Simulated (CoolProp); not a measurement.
Cyclohexane along the isotherm 620 K: density (kg/m³) from the reference equation and from simpler models built on Tc = 553.6 K, pc = 4081 kPa, ω = 0.209; each cubic takes its own stable root.

Computed with CoolProp (reference Helmholtz-energy equation of state, Zhou 2014).

| p (kPa) | phase | reference |
|---|---|---|
| 170 | gas | 2.803 |
| 340 | gas | 5.664 |
| 510 | gas | 8.584 |
| 680 | gas | 11.57 |
| 850 | gas | 14.62 |
| 1020 | gas | 17.74 |
| 1190 | gas | 20.93 |
| 1360 | gas | 24.20 |
| 1530 | gas | 27.55 |
| 1700 | gas | 30.99 |
| 1870 | gas | 34.52 |
| 2040 | gas | 38.15 |

### Question
How far does each simpler model (ideal gas, van der Waals, Redlich-Kwong, Soave-Redlich-Kwong, Peng-Robinson) lie from the reference over these 12 states: mean and median of the absolute difference, and the worst?

### Answer
- ideal gas: mean 6.7 %, median 6.7 %, worst -12.7 % at 620 K and 2040 kPa
- van der Waals: mean 0.2 %, median 0.3 %, worst -0.3 % at 620 K and 1870 kPa
- Redlich-Kwong: mean 0.2 %, median 0.2 %, worst +0.4 % at 620 K and 2040 kPa
- Soave-Redlich-Kwong: mean 0.2 %, median 0.2 %, worst -0.5 % at 620 K and 2040 kPa
- Peng-Robinson: mean 0.8 %, median 0.8 %, worst +1.4 % at 620 K and 2040 kPa
